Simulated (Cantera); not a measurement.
An isothermal, constant-pressure homogeneous reactor starts with 21.3 % H₂, 78.7 % O₂, equivalence ratio 0.14, at 1273 K and 2670 Pa.

Computed with Cantera and the H2/O2 subset of GRI-Mech 3.0, which has no nitrogen chemistry. Radical loss at walls, strong at low pressure, is not modelled. The temperature is held fixed by assumption; the heat of reaction is taken as removed at once.

x: mole fraction; the columns are a selection and need not sum to one.

```csv
t (s),x H₂,x O₂,x O,x OH,x HO₂
5.00e-6,0.213,0.787,6.36e-10,5.80e-10,5.65e-9
1.83e-5,0.213,0.787,6.93e-9,5.38e-9,2.07e-8
6.71e-5,0.213,0.787,1.12e-7,7.60e-8,7.63e-8
0.000246,0.212,0.787,0.000110,7.34e-5,9.99e-7
0.000902,0.0102,0.671,0.0757,0.0127,1.50e-5
0.00330,0.00600,0.716,0.0396,0.0100,1.62e-5
0.0121,0.000941,0.755,0.00578,0.00400,1.03e-5
0.0444,…,0.761,…,…,…
0.163,…,0.762,…,…,…
0.596,1.19e-6,0.762,7.65e-6,0.000147,6.70e-8
2.18,2.65e-7,0.762,1.71e-6,6.94e-5,3.86e-8
8.00,1.00e-7,0.762,6.51e-7,4.27e-5,4.56e-8
```

Q: Fill in the missing entries.

A: 
- 0.0444, x H₂: 6.65e-5
- 0.0444, x O: 0.000410
- 0.0444, x OH: 0.00107
- 0.0444, x HO₂: 1.95e-6
- 0.163, x H₂: 7.15e-6
- 0.163, x O: 4.51e-5
- 0.163, x OH: 0.000356
- 0.163, x HO₂: 2.93e-7
